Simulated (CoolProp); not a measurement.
Vapour-liquid equilibrium of CHF3 (R23) (1) + CH2F2 (R32) (2) at 23.3 kPa; x and y are mole fractions of (1).

The numbers come from the multi-fluid Helmholtz-energy mixture model, Penoncello 2003 and Tillner-Roth 1997; pair parameters Bell 2016 in CoolProp.

**Question.** Give the bubble temperature and the first vapour's composition at x = 0.05, 0.125, 0.65. Is there an azeotrope?

**Answer.** x = 0.05: 193.0 K, y = 0.246; x = 0.125: 188.8 K, y = 0.484; x = 0.65: 173.9 K, y = 0.936. No azeotrope shows between x = 0.05 and 0.95.

The pair parameters rest on a limited set of measurements; away from them the model extrapolates.
